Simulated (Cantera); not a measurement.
**Thermodynamics of silicon nitride deposition, feed SiH2Cl2 + NH3**

A closed system holds: 1 mol SiH2Cl2, a varied amount of NH3, at 1525 K and 10.0 mbar.

Equilibrium computed with Cantera from the NASA thermochemical tables; the gas is ideal and each condensed phase is pure. Candidate condensed phases: NH4Cl, Si, Si3N4; 28 gas species. The tables' values for SiCl3 are old estimates; treat these amounts as uncertain. Equilibrium is a limit: real reactors are often held back by kinetics, nucleation or transport.

From 3.5 mol NH3 to 24 mol NH3 the condensed part is Si3N4(s). The main Si-bearing gas is SiCl2 throughout. The share of Si in condensed phases is highest at 24 mol NH3 (96.5 %) and lowest at 3.5 mol NH3 (78.4 %).

```csv
n(NH3) (mol),x H2,x N2,x HCl,x SiCl2,n Si3N4(s)
3.5,0.646,0.145,0.183,0.0241,0.261
4.5,0.663,0.163,0.157,0.0159,0.275
5.7,0.678,0.178,0.133,0.0106,0.286
7.2,0.690,0.190,0.112,0.00698,0.295
9.2,0.702,0.202,0.0918,0.00445,0.303
12,0.712,0.212,0.0732,0.00270,0.310
15,0.719,0.219,0.0601,0.00176,0.315
19,0.725,0.225,0.0485,0.00112,0.318
24,0.730,0.230,0.0391,0.000710,0.322
```
x: gas mole fraction; n: condensed amount in mol.
